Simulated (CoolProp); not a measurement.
A single-stage vapour-compression cycle with R152A: evaporating at 270.15 K (dew point), condensing at 291.15 K (bubble point), superheat 0 K, subcooling 2 K, compressor efficiency 0.65, no pressure losses. Each further row changes one setting.

Model: reference Helmholtz-energy equation of state, Outcalt 1996, in CoolProp. It is a modified Benedict-Webb-Rubin equation, recast in Helmholtz form.

```json
[
 {"case": "as stated", "cooling COP": "7.79", "pressure ratio": "2.04", "discharge temperature (K)": "309.4", "refrigerating effect (kJ/kg)": "277", "volumetric capacity (kJ/m³)": "2090"},
 {"case": "evaporating temperature 275.15 K", "cooling COP": "___", "pressure ratio": "1.70", "discharge temperature (K)": "304.6", "refrigerating effect (kJ/kg)": "281", "volumetric capacity (kJ/m³)": "___"},
 {"case": "condensing temperature 286.15 K", "cooling COP": "___", "pressure ratio": "1.74", "discharge temperature (K)": "___", "refrigerating effect (kJ/kg)": "286", "volumetric capacity (kJ/m³)": "2150"},
 {"case": "subcooling 7 K", "cooling COP": "8.04", "pressure ratio": "2.04", "discharge temperature (K)": "309.4", "refrigerating effect (kJ/kg)": "286", "volumetric capacity (kJ/m³)": "2150"},
 {"case": "superheat 10 K", "cooling COP": "___", "pressure ratio": "2.04", "discharge temperature (K)": "319.9", "refrigerating effect (kJ/kg)": "___", "volumetric capacity (kJ/m³)": "2070"},
 {"case": "compressor efficiency 0.55", "cooling COP": "___", "pressure ratio": "2.04", "discharge temperature (K)": "___", "refrigerating effect (kJ/kg)": "277", "volumetric capacity (kJ/m³)": "2090"}
]
```

Task: What belongs in the gaps?

Result: 
- evaporating temperature 275.15 K, cooling COP: 10.6
- evaporating temperature 275.15 K, volumetric capacity (kJ/m³): 2510
- condensing temperature 286.15 K, cooling COP: 10.4
- condensing temperature 286.15 K, discharge temperature (K): 300.6
- superheat 10 K, cooling COP: 7.72
- superheat 10 K, refrigerating effect (kJ/kg): 288
- compressor efficiency 0.55, cooling COP: 6.59
- compressor efficiency 0.55, discharge temperature (K): 314.8
